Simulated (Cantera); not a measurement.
A closed system holds: 1 mol Si2Cl6, 5.9 mol NH3, 34 mol N2.

Method: chemical equilibrium by Gibbs-energy minimisation in Cantera with the NASA 1993 tables (ideal gas, pure condensed phases). Candidate condensed phases: NH4Cl, Si, Si3N4; 28 gas species. The feed counts by its element totals alone. The tables' values for SiCl3 are old estimates. Equilibrium is a limit: real reactors are often held back by kinetics, nucleation or transport.

What condenses at these points (T in K, P in Pa): (1273, 3700); (1873, 5); (1773, 710); (2073, 5); (1873, 5); (2073, 3700)?


```tsv
T (K)	P in Pa	condensed phases	Si condensed (%)
1273	3700	Si3N4	97.5
1873	5	gas only	0.0
1773	710	Si	2.9
2073	5	gas only	0.0
1873	5	gas only	0.0
2073	3700	Si	2.5
```
